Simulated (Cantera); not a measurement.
Charge: 1 mol Si, 0.028 mol O2, 320 mol N2, held at 0.160 bar.

Method: chemical equilibrium by Gibbs-energy minimisation in Cantera with the NASA 1993 tables (ideal gas, pure condensed phases). Candidate condensed phases: Si, SiO2, Si2N2O, Si3N4; 16 gas species. Mutual solubility and eutectic melting of coexisting phases are not modelled. Rates play no part. All values below are at 1575 K.

Base state: N2 1.000 (mole fractions); condensed: Si2N2O(s) + Si3N4(s).

Task: What changes in the equilibrium state with this change: pressure from 0.160 bar to 0.00280 bar?

Result: 
```
species          before     after
--------------  -------  --------
N2                1.000     1.000
SiO             3.26e-6  0.000175
Si2N2O(s), mol   0.0550         0
Si3N4(s), mol     0.296     0.314
```
